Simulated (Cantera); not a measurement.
Feed: 1 mol Si3N4, 0.015 mol H2O, 850 mol H2, at 1452 °C and 1.00 bar.

Equilibrium computed with Cantera from the NASA thermochemical tables; the gas is ideal and each condensed phase is pure. Candidate condensed phases: H2O, Si, SiO2, Si2N2O, Si3N4; 35 gas species. Gases not in the tables: Si2H6 and higher silanes. Equilibrium is a limit: real reactors are often held back by kinetics, nucleation or transport.

Base state: H2 0.997, N2 0.00235, H 0.000185, SiO 1.76e-5, SiH2 1.72e-5 (mole fractions); condensed: Si(l).

Q: What changes in the equilibrium state with this change: temperature from 1452 °C to 1827 °C?

A: 
```tsv
species	before	after
H2	0.997	0.994
H	0.000185	0.00311
N2	0.00235	0.00234
SiH2	1.72e-5	0.000181
Si	1.02e-6	0.000133
SiH	1.45e-6	7.22e-5
Si(l), mol	2.97	2.65
```
